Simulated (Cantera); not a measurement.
An isothermal, constant-pressure homogeneous reactor starts with 0.171 % CO, 0.919 % O2, 4.17 % H2O, 94.7 % N2, equivalence ratio 0.093, at 1400 K and 54000 Pa.

Computed with Cantera and GRI-Mech 3.0 (53 species, 325 reactions).

Question: Predict: x(CO) at 40.0 s; x(O2) at 40.0 s; x(H2O) at 40.0 s; x(CO2) at 40.0 s; x(O) at 40.0 s; x(NO) at 40.0 s; x(H) at 40.0 s.

Answer: 
- x(CO) at 40.0 s: 2.51e-8 (gas-phase equilibrium 2.52e-8)
- x(O2) at 40.0 s: 0.00834 (gas-phase equilibrium 0.00826)
- x(H2O) at 40.0 s: 0.0417 (gas-phase equilibrium 0.0417)
- x(CO2) at 40.0 s: 0.00171 (gas-phase equilibrium 0.00171)
- x(O) at 40.0 s: 1.18e-7 (gas-phase equilibrium 1.18e-7)
- x(NO) at 40.0 s: 6.70e-8 (gas-phase equilibrium 0.000158)
- x(H) at 40.0 s: 3.54e-9 (gas-phase equilibrium 3.55e-9)
